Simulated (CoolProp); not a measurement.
A simple Rankine cycle with n-heptane: condensing at 326.15 K, boiler at 0.714 MPa, turbine inlet 470.4 K, turbine efficiency 0.75, pump efficiency 0.7, no recuperator. Each further row changes one setting.

The numbers come from the reference Helmholtz-energy equation of state, Span 2003 in CoolProp. It is a short technical equation, of lower accuracy than the large ones.

| case | thermal efficiency (%) | net work (kJ/kg) | heat in (kJ/kg) | turbine exit temperature (K) | volume ratio over the turbine |
|---|---|---|---|---|---|
| as stated | 14.2 | 88.7 | 624 | … | 36.1 |
| turbine inlet 490.4 K | 13.9 | … | 676 | 441.4 | 35.1 |
| condensing temperature 318.15 K | … | 97.0 | … | … | … |
| boiler pressure 0.5 MPa | … | 82.2 | 633 | 427.5 | 24.0 |
| turbine efficiency 0.65 | 12.3 | 76.7 | 624 | 425.9 | 36.6 |

Question: Some entries are withheld; supply them.

Answer: 
- as stated, turbine exit temperature (K): 420.4
- turbine inlet 490.4 K, net work (kJ/kg): 93.9
- condensing temperature 318.15 K, thermal efficiency (%): 15.1
- condensing temperature 318.15 K, heat in (kJ/kg): 643
- condensing temperature 318.15 K, turbine exit temperature (K): 416.5
- condensing temperature 318.15 K, volume ratio over the turbine: 49.9
- boiler pressure 0.5 MPa, thermal efficiency (%): 13.0
